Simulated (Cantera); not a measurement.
A closed system holds: 1 mol trisilylamine, 18 mol NH3, 5.7 mol N2, equilibrated at 2023.15 K and 0.000800 bar.

Method: chemical equilibrium by Gibbs-energy minimisation in Cantera with the NASA 1993 tables (ideal gas, pure condensed phases). Candidate condensed phases: Si, Si3N4; 18 gas species. The feed counts by its element totals alone. The tables' values for SiN are old estimates; treat these amounts as uncertain. Gases not in the tables: Si2H6 and higher silanes. Equilibrium is a limit: real reactors are often held back by kinetics, nucleation or transport.

Base state: H2 0.592, N2 0.298, Si 0.0562, H 0.0517, SiH 0.000786, Si2 0.000485, Si2N 0.000217, SiN 0.000214 (mole fractions); condensed: gas only.

Q: What changes in the equilibrium state with this change: 1.3 mol H2O added?

A: 
```json
[
 {"species": "H2", "before": "0.592", "after": "0.600"},
 {"species": "N2", "before": "0.298", "after": "0.290"},
 {"species": "H", "before": "0.0517", "after": "0.0521"},
 {"species": "SiO", "before": "0", "after": "0.0248"},
 {"species": "Si", "before": "0.0562", "after": "0.0314"},
 {"species": "Si3", "before": "8.12e-5", "after": "1.42e-5"},
 {"species": "Si2N", "before": "0.000217", "after": "6.69e-5"},
 {"species": "Si2", "before": "0.000485", "after": "0.000152"}
]
```
Further candidate phases: H2O, SiO2, Si2N2O.

Q: What changes in the equilibrium state with this change: temperature from 2023.15 K to 1725 K?

A: 
```json
[
 {"species": "H2", "before": "0.592", "after": "0.669"},
 {"species": "N2", "before": "0.298", "after": "0.324"},
 {"species": "H", "before": "0.0517", "after": "0.00537"},
 {"species": "Si", "before": "0.0562", "after": "0.00127"},
 {"species": "Si2", "before": "0.000485", "after": "6.05e-6"},
 {"species": "Si3", "before": "8.12e-5", "after": "1.50e-6"},
 {"species": "SiN", "before": "0.000214", "after": "1.14e-5"},
 {"species": "SiH", "before": "0.000786", "after": "4.20e-5"},
 {"species": "Si(l), mol", "before": "0", "after": "2.93"}
]
```
